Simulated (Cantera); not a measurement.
## Fluorocarbon and chlorocarbon gases: C2F6 + CH4 + H2

A closed system holds: 1 mol C2F6, 0.022 mol CH4, 0.48 mol H2, at 452 °C and 3.40 mbar.

These are equilibrium values from Cantera (NASA tables, ideal gas, pure condensed phases), not measurements of a reactor. Candidate condensed phases: C, C6H6, C7H8, C8H18; 95 gas species. The feed counts by its element totals alone. Condensed phases not in the tables: fluorocarbon polymer. Gases not in the tables: C2F6 and larger saturated fluorocarbons. The numbers say what is thermodynamically allowed, not how fast it happens.

```
Quantity           Result
--------------  ---------
x(CF4)              0.542
x(HF)               0.458
n(C(graphite))  0.784 mol
gas amount      2.286 mol
```
